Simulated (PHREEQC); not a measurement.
Consider water at 25 °C with 21 mmol/kgw Al2(SO4)3, 32 mmol/kgw ZnCl2 and 3.2 mmol/kgw NaCl. Closed to the air; pH follows from the charge balance.

Equilibrium calculation in PHREEQC: ion-association model, phreeqc.dat.

Each row changes one thing in this solution. Precipitation was switched off in this run.

```
case                                      pH  ionic strength (mol/kgw)  AlSO4+ (mol/kgw)  Zn+2 (mol/kgw)  SO4-2 (mol/kgw)  Al+3 (mol/kgw)  SI of Gibbsite (Al(OH)3)  SI of Halite (NaCl)
--------------------------------------  ----  ------------------------  ----------------  --------------  ---------------  --------------  ------------------------  -------------------
as made                                 3.83                     0.172            0.0279          0.0220           0.0162         0.00936                     +0.49                -5.52
0.028 mol/kgw TMAH added                5.61                     0.188            0.0171          0.0194           0.0244         0.00406                     +5.44                -5.53
Al2(SO4)3 from 0.021 to 0.0315 mol/kgw  3.81                     0.202            0.0424          0.0205           0.0224          0.0115                     +0.50                -5.53
diluted 2-fold with water               3.91                         ?                 ?          0.0115          0.00966         0.00509                     +0.60                -6.07
diluted 10-fold with water              4.09                    0.0220           0.00263         0.00261          0.00281         0.00134                     +0.81                -7.37
Al2(SO4)3 from 0.021 to 0.105 mol/kgw   3.76                     0.386             0.133          0.0165           0.0557          0.0230                     +0.51                -5.59
```

Complete the blanks.


- diluted 2-fold with water, ionic strength (mol/kgw): 0.0918
- diluted 2-fold with water, AlSO4+ (mol/kgw): 0.0141

Complexes and solids missing from the database can't appear. Some of these states are supersaturated (in Gibbsite (slow to form), Al(OH)3(a), for instance). (CH3)4N+ isn't in the database: it is added as a free cation with an ion size of 4 Å.
